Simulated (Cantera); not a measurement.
Feed: 1 mol C3H8, 0.46 mol H2O, at 2648.15 K and 0.260 bar.

Method: chemical equilibrium by Gibbs-energy minimisation in Cantera with the NASA 1993 tables (ideal gas, pure condensed phases). Rates play no part.

```json
[
 {"species": "H", "before": "0.0822", "after": "0.659"},
 {"species": "H2", "before": "0.812", "after": "0.268"},
 {"species": "CO", "before": "0.0896", "after": "0.0622"},
 {"species": "C2H2 (acetylene)", "before": "0.0158", "after": "0.00522"},
 {"species": "CH4", "before": "2.05e-5", "after": "1.14e-8"},
 {"species": "C3", "before": "1.68e-5", "after": "0.00327"},
 {"species": "C", "before": "4.37e-6", "after": "0.000853"},
 {"species": "C5", "before": "9.18e-8", "after": "1.79e-5"},
 {"species": "C2", "before": "1.59e-6", "after": "0.000310"},
 {"species": "CH3", "before": "3.61e-5", "after": "4.89e-7"},
 {"species": "C(graphite), mol", "before": "2.37", "after": "2.36"}
]
```
Gas species are given as mole fractions.

Q: What was changed between the two runs?
A) temperature from 2648.15 K to 1650 K
B) temperature from 2648.15 K to 2925 K
C) pressure from 0.260 bar to 1.33 mbar
D) temperature from 2648.15 K to 2250 K

A: C, pressure from 0.260 bar to 1.33 mbar
